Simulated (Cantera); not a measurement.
Cantera run, input and output.

```python
import numpy as np
import cantera as ct

gas = ct.Solution("gri30.yaml")


def delay(T, t_max=10):
    gas.TPX = T, 450000, {'CH4': 1, 'H2': 0.32, 'O2': 5.14, 'N2': 19.3}
    reactor = ct.IdealGasConstPressureReactor(gas, clone=False)
    net = ct.ReactorNet([reactor])
    net.rtol, net.atol = 1e-8, 1e-16
    while net.time < t_max:
        t_old, T_old = net.time, reactor.T
        net.step()
        if reactor.T > T + 400:  # ignition: a rise of 400 K
            return t_old + (T + 400 - T_old) / (reactor.T - T_old) * (net.time - t_old)
    return np.nan


taus = []
for T in [1150, 1250, 1350, 1450, 1550, 1650, 1750, 1850, 1950]:
    taus.append(delay(T))
    print(f"T0 = {T:6g} K   tau = {taus[-1]:.4e} s")
```

Output:

```
T0 =   1150 K   tau = 1.5992e-03 s
T0 =   1250 K   tau = 5.8978e-04 s
T0 =   1350 K   tau = 2.5841e-04 s
T0 =   1450 K   tau = 1.2332e-04 s
T0 =   1550 K   tau = 6.3621e-05 s
T0 =   1650 K   tau = 3.5332e-05 s
T0 =   1750 K   tau = 2.0920e-05 s
T0 =   1850 K   tau = 1.3087e-05 s
T0 =   1950 K   tau = 8.6056e-06 s
```

Model: GRI-Mech 3.0 (53 species, 325 reactions), integrated in Cantera.
